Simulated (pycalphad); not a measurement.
**Freezing of Al-Fe-Si alloys with rising Fe**

All values are pycalphad results on the COST 507 light-alloy database (1999) (1 atm), not direct measurements. The data set is of 1999 and partly superseded. Phase fractions are per mole of atoms.

Scheil-Gulliver runs (no diffusion in the solid, steps of 4 K) beside full equilibrium.

```tsv
alloy	liquidus (K)	Scheil, half solid (K)	Scheil, 80 % solid (K)	Scheil, invariant end (K)	liquid left at that end	equilibrium solidus (K)
Al-10.48Fe-6.696Si (wt.%)	1120	863	at the invariant end	849	0.40	850
Al-15.3Fe-6.519Si (wt.%)	1199	865	at the invariant end	849	0.39	893
Al-19.89Fe-6.351Si (wt.%)	…	…	at the invariant end	849	…	893
Al-28.37Fe-6.041Si (wt.%)	1335	1157	at the invariant end	849	0.30	897
```

Task: Some entries are withheld; supply them.

Result: 
- Al-19.89Fe-6.351Si (wt.%), liquidus (K): 1258
- Al-19.89Fe-6.351Si (wt.%), Scheil, half solid (K): 867
- Al-19.89Fe-6.351Si (wt.%), liquid left at that end: 0.38
